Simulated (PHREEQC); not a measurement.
Make-up at 25 °C: 0.0022 mol/kgw ZnSO4 and 0.0018 mol/kgw FeSO4. Closed to the air; pH follows from the charge balance.

Computed with PHREEQC (ion-association model, phreeqc.dat).

This is a speciation only: nothing precipitates in the calculation.

### Question
Order these Zn species by the share of Zn that they hold, largest first: ZnSO4, Zn(SO4)2-2, Zn+2.

### Answer
Zn+2 (76 %), ZnSO4 (23 %), Zn(SO4)2-2 (0.59 %)

The pH is 5.95 and the ionic strength 0.0126 mol/kgw. Complexes and solids missing from the database can't appear.
